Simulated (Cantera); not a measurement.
Charge: 1 mol N2O, 0.4 mol H2, equilibrated at 0.0100 bar.

Cantera equilibrium calculation (NASA polynomials, part measured and part estimated; ideal gas, pure solids and liquids). Candidate condensed phases: H2O; 47 gas species. Ions and electrons are included (thermal ionisation). Kinetics and transport are ignored. All values below are at 3727 °C.

Base state: O 0.351, N2 0.349, H 0.284, N 0.0105, NO 0.00404, OH 0.000697, O2 0.000555, H2 0.000317 (mole fractions); condensed: gas only.

### Question
What changes in the equilibrium state with this change: pressure from 0.0100 bar to 11.0 bar?

### Answer
```
species    before     after
-------  --------  --------
N2          0.349     0.458
O           0.351     0.124
H           0.284    0.0944
H2O       1.33e-6    0.0631
O2       0.000555    0.0765
OH       0.000697    0.0903
H2       0.000317    0.0386
N          0.0105  0.000362
NO        0.00404    0.0544
HO2       2.25e-9  0.000113
NO2       7.26e-9   3.80e-5
HNO       4.35e-9   2.14e-5
NH        2.60e-6   3.28e-5
```
